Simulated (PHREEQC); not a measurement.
**Buffer (model solution)**

A solution holds 0.0087 mol KH2PO4 and 0.014 mol Na2CO3 per kg of water, at 20 °C. Closed to the air; pH follows from the charge balance.

Equilibrium calculation in PHREEQC: ion-association model, wateq4f.dat.

```json
{
  "pH": "9.84",
  "ionic_strength": "0.0485 mol/kgw",
  "total_alkalinity": "28.0 meq/kg"
}
```

```json
[
 {"species": "Na+", "molality": "0.0269", "activity": "0.0222", "log γ": "-0.083"},
 {"species": "HCO3-", "molality": "0.00871", "activity": "0.00724", "log γ": "-0.080"},
 {"species": "K+", "molality": "0.00864", "activity": "0.00705", "log γ": "-0.088"},
 {"species": "HPO4-2", "molality": "0.00836", "activity": "0.00393", "log γ": "-0.327"},
 {"species": "CO3-2", "molality": "0.00439", "activity": "0.00210", "log γ": "-0.320"},
 {"species": "NaCO3-", "molality": "0.000808", "activity": "0.000672", "log γ": "-0.080"},
 {"species": "NaHPO4-", "molality": "0.000205", "activity": "0.000170", "log γ": "-0.080"},
 {"species": "NaHCO3", "molality": "8.95e-5", "activity": "9.06e-5", "log γ": "0.005"},
 {"species": "KHPO4-", "molality": "6.50e-5", "activity": "5.41e-5", "log γ": "-0.080"},
 {"species": "PO4-3", "molality": "6.01e-5", "activity": "1.10e-5", "log γ": "-0.736"}
]
```

No solid was allowed to form. H3PO4, which wateq4f.dat lacks, is added to it with the constant of phreeqc.dat.
